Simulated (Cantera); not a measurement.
An isothermal, constant-pressure homogeneous reactor starts with CH4 : N2 = 1 : 39 (molar parts), at 1498 K and 10.00 Torr.

Computed with Cantera and GRI-Mech 3.0 (53 species, 325 reactions). GRI-Mech 3.0 stops at C3 and has no aromatics, soot or wall deposition, so with more carbon than oxygen in the feed, carbon stays in small species such as C2H2 where larger ones or solid carbon would form. Radical loss at walls, strong at low pressure, is not modelled.

Q: Predict: x(CH4) at 70.0 s; x(H) at 70.0 s; x(C2H4) at 70.0 s; x(CH2) at 70.0 s; x(C2H6) at 70.0 s; x(C2H2) at 70.0 s.

A: 
```
Property                                             Result
-----------------  ----------------------------------------
x(CH4) at 70.0 s    0.00118 (gas-phase equilibrium 3.48e-6)
x(H) at 70.0 s      2.24e-5 (gas-phase equilibrium 2.87e-5)
x(C2H4) at 70.0 s   3.57e-6 (gas-phase equilibrium 2.61e-7)
x(CH2) at 70.0 s   7.99e-9 (gas-phase equilibrium 3.57e-11)
x(C2H6) at 70.0 s  6.03e-8 (gas-phase equilibrium 1.11e-12)
x(C2H2) at 70.0 s    0.0116 (gas-phase equilibrium 0.00186)
```
